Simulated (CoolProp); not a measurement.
Computed with CoolProp (reference Helmholtz-energy equation of state, Polt 1992). This equation is an older, rougher fit; its heat capacities, sound speeds and derivatives of the liquid may be far off and weren't checked against measurements.

Question: Give the vapour pressure (MPa), liquid density (kg/m³), enthalpy of vaporisation (kJ/kg), vapour Z of saturated cyclopropane at 291.5, 321.7 K.

Answer: 
```csv
T (K),p (MPa),liquid density (kg/m³),enthalpy of vaporisation (kJ/kg),vapour Z
291.5,0.603,629,413,0.884
321.7,1.30,580,364,0.808
```
